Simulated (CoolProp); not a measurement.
Vapour pressure (MPa) of hexamethyldisiloxane (MM): the reference equation beside estimates from Tc = 245.6 °C, pc = 1.931 MPa, ω = 0.418.

The numbers come from the reference Helmholtz-energy equation of state, Thol 2016 in CoolProp.

| T (°C) | reference | Redlich-Kwong | Peng-Robinson |
|---|---|---|---|
| 98.85 | 0.09654 | 0.2065 | 0.09661 |
| 114.75 | 0.1504 | 0.2880 | … |
| 130.65 | … | 0.3900 | 0.2255 |
| 146.45 | 0.3242 | … | 0.3257 |
| 162.35 | 0.4545 | … | … |
| 178.25 | 0.6212 | 0.8397 | 0.6281 |
| 194.15 | … | 1.045 | … |
| 209.95 | 1.090 | 1.280 | 1.106 |

Q: Complete the blanks.

A: 
- 114.75, Peng-Robinson: 0.1505
- 130.65, reference: 0.2250
- 146.45, Redlich-Kwong: 0.5137
- 162.35, Redlich-Kwong: 0.6632
- 162.35, Peng-Robinson: 0.4581
- 194.15, reference: 0.8311
- 194.15, Peng-Robinson: 0.8424

Absolute difference from the reference over all 8 rows, mean and median: Redlich-Kwong 57.7 and 52.2 %, Peng-Robinson 0.7 and 0.6 %.
